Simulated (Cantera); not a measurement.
Feed: 1 mol Si2H6, 0.52 mol H2O, 3.9 mol N2, at 0.250 bar.

Cantera equilibrium calculation (NASA polynomials, part measured and part estimated; ideal gas, pure solids and liquids). Candidate condensed phases: H2O, Si, SiO2, Si2N2O, Si3N4; 35 gas species. The feed counts by its element totals alone. N2 is the only nitrogen source here; it is nearly inert below about 1500 K, so the nitride shown seldom forms there in practice. Equilibrium is a limit: real reactors are often held back by kinetics, nucleation or transport. All values below are at 623 K.

Base state: H2 0.560, N2 0.438, NH3 0.00197 (mole fractions); condensed: Si2N2O(s) + Si3N4(s).

Problem. What changes in the equilibrium state with this change: N2 from 3.9 to 42 mol?

Solution. 
| species | before | after |
|---|---|---|
| N2 | 0.438 | 0.921 |
| H2 | 0.560 | 0.0791 |
| NH3 | 0.00197 | 0.000152 |
| Si2N2O(s), mol | 0.520 | 0.520 |
| Si3N4(s), mol | 0.320 | 0.320 |

Problem. What changes in the equilibrium state with this change: pressure from 0.250 bar to 11.0 Pa?

Solution. 
| species | before | after |
|---|---|---|
| H2 | 0.560 | 0.562 |
| N2 | 0.438 | 0.438 |
| NH3 | 0.00197 | 8.71e-7 |
| Si2N2O(s), mol | 0.520 | 0.520 |
| Si3N4(s), mol | 0.320 | 0.320 |
